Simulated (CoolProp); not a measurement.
A Linde-Hampson liquefier for normal hydrogen: isothermal reversible compression at 250 K from 1 atm to 5 MPa, throttling to 1 atm, return gas leaving the recuperator 0 K below the feed. Each further row changes one setting.

The numbers come from the reference Helmholtz-energy equation of state, Leachman 2009 in CoolProp.

```json
[
 {"case": "as stated", "compression work (kJ/kg of gas)": "4050"},
 {"case": "high pressure 10 MPa", "compression work (kJ/kg of gas)": "4800"},
 {"case": "warm-end temperature 280 K", "compression work (kJ/kg of gas)": "4540"},
 {"case": "warm-end gap 5 K", "compression work (kJ/kg of gas)": "4050"}
]
```
